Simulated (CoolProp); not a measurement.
Vapour-liquid equilibrium of cyclopentane (1) + octamethylcyclotetrasiloxane (D4) (2) at 1.81 bar; x and y are mole fractions of (1).

Model: multi-fluid Helmholtz-energy mixture model, Gedanitz 2015 and Thol 2015; pair parameters Bell 2016, in CoolProp.

| x | bubble temperature (°C) | y at the bubble point | dew temperature at overall composition x (°C) | liquid density (mol/L) |
|---|---|---|---|---|
| 0.05 | 186.4 | 0.285 | 197.9 | 2.630 |
| 0.2 | 148.7 | 0.769 | 190.8 | 3.191 |
| 0.35 | 121.1 | 0.923 | 182.7 | 3.832 |
| 0.5 | 101.9 | 0.972 | 173.2 | 4.604 |
| 0.65 | 88.2 | 0.990 | 161.2 | 5.599 |
| 0.8 | 77.8 | 0.997 | 144.6 | 6.968 |
| 0.95 | 70.1 | 1.000 | 112.1 | 9.001 |

No azeotrope shows between x = 0.05 and 0.95.

The pair parameters rest on a limited set of measurements; away from them the model extrapolates. With so large a gap from Raoult's law the liquid may split in two, which this calculation doesn't test in full.
